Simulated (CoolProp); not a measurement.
C2F6 (R116) along the isotherm 373.7 K: Z from the reference equation and from simpler models built on Tc = 293.0 K, pc = 30.48 bar, ω = 0.257; each cubic takes its own stable root.

Values from CoolProp's reference Helmholtz-energy equation of state, Lemmon 2006. It is a short technical equation, of lower accuracy than the large ones.

| p (bar) | phase | reference | Pitzer virial | van der Waals | Redlich-Kwong | Soave-Redlich-Kwong | Peng-Robinson |
|---|---|---|---|---|---|---|---|
| 3.27 | gas | 0.9849 | 0.9846 | 0.9825 | 0.9822 | 0.9851 | 0.9820 |
| 6.53 | gas | 0.9698 | 0.9692 | 0.9646 | 0.9644 | 0.9702 | 0.9642 |
| 9.8 | gas | 0.9546 | 0.9538 | 0.9463 | 0.9463 | 0.9553 | 0.9464 |
| 13.1 | gas | 0.9392 | 0.9383 | 0.9274 | 0.9280 | 0.9403 | 0.9286 |
| 16.3 | gas | 0.9241 | 0.9232 | 0.9085 | 0.9101 | 0.9258 | 0.9115 |
| 19.6 | gas | 0.9086 | 0.9076 | 0.8886 | 0.8915 | 0.9110 | 0.8941 |
| 22.9 | gas | 0.8930 | 0.8921 | 0.8682 | 0.8728 | 0.8963 | 0.8770 |
| 26.1 | gas | 0.8779 | 0.8770 | 0.8479 | 0.8547 | 0.8822 | 0.8607 |
| 29.4 | gas | 0.8623 | 0.8614 | 0.8264 | 0.8360 | 0.8679 | 0.8442 |
| 32.7 | supercritical | 0.8469 | 0.8459 | 0.8044 | 0.8174 | 0.8538 | 0.8281 |
| 35.9 | supercritical | 0.8320 | 0.8308 | 0.7826 | 0.7995 | 0.8405 | 0.8130 |
| 39.2 | supercritical | 0.8169 | 0.8152 | 0.7598 | 0.7813 | 0.8271 | 0.7980 |
| 42.4 | supercritical | 0.8025 | 0.8001 | 0.7375 | 0.7640 | 0.8146 | 0.7840 |
| 45.7 | supercritical | 0.7881 | 0.7846 | 0.7146 | 0.7467 | 0.8023 | 0.7702 |
